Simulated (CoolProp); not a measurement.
Vapour-liquid equilibrium of chloromethane (R40) (1) + isobutene (2) at 287.1 K; x and y are mole fractions of (1).

Model: multi-fluid Helmholtz-energy mixture model, Thol 2014 and Lemmon 2005; pair parameters Bell 2016, in CoolProp.

```csv
x,"bubble pressure, mixture model (kPa)","bubble pressure, Raoult's law (kPa)","y, mixture model","y, Raoult's law"
0.05,230.2,225.0,0.107,0.092
0.2,269.6,254.7,0.342,0.324
0.35,302.7,284.4,0.508,0.508
0.5,331.6,314.1,0.641,0.658
0.65,357.8,343.8,0.756,0.781
0.8,382.3,373.5,0.863,0.885
0.95,405.5,403.2,0.966,0.973
```

The largest gap from Raoult's law is +6.4 % in bubble pressure, at x = 0.35. No azeotrope shows between x = 0.05 and 0.95.

Pair parameters are fitted to limited data, so mixtures are less certain than the pure fluids.
